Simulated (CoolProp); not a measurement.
A closed Brayton cycle with carbon dioxide: compressor inlet 324.15 K and 8.1 MPa, high pressure 17.9 MPa, turbine inlet 900 K, compressor efficiency 0.89, turbine efficiency 0.93, recuperator effectiveness 0 (on enthalpy, no pinch check). Each further row changes one setting.

Model: reference Helmholtz-energy equation of state, Span 1996, in CoolProp.

```
case                           thermal efficiency (%)  net work (kJ/kg)  compressor to turbine work  compressor exit (K)  turbine exit (K)
-----------------------------  ----------------------  ----------------  --------------------------  -------------------  ----------------
as stated                                        12.6              82.6                        0.31                389.5             796.2
turbine inlet 850 K                              12.6              75.3                        0.33                389.5             750.0
compressor inlet 334.15 K                        12.3              77.7                        0.35                403.8             796.2
high pressure 15.2 MPa                           10.1              67.6                        0.30                375.7             817.1
recuperator effectiveness 0.5                    19.6              82.6                        0.31                389.5             796.2
```
